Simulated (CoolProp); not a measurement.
Saturation properties of cyclohexane (Tc = 280.5 °C, pc = 4.081 MPa, ω = 0.209).

Model: reference Helmholtz-energy equation of state, Zhou 2014, in CoolProp.

| T (°C) | p (MPa) | vapour density (kg/m³) | enthalpy of vaporisation (kJ/kg) | surface tension (mN/m) |
|---|---|---|---|---|
| 141.75 | 0.4672 | 12.81 | 310.2 | 11.3 |
| 148.55 | 0.5372 | 14.68 | 304.3 | 10.6 |
| 155.45 | 0.6159 | 16.79 | 298.1 | 9.90 |
| 162.25 | 0.7016 | 19.11 | 291.8 | 9.23 |
| 169.15 | 0.7972 | 21.73 | 285.1 | 8.55 |
| 175.95 | 0.9004 | 24.60 | 278.2 | 7.90 |
| 182.75 | 1.013 | 27.78 | 271.0 | 7.26 |
| 189.65 | 1.138 | 31.38 | 263.3 | 6.61 |
| 196.45 | 1.272 | 35.34 | 255.3 | 6.00 |
| 203.35 | 1.419 | 39.81 | 246.8 | 5.38 |
| 210.15 | 1.575 | 44.76 | 237.9 | 4.79 |

It boils at 80.7 °C under 1 atm.

Surface tension comes from a separate correlation (Mulero 2012).
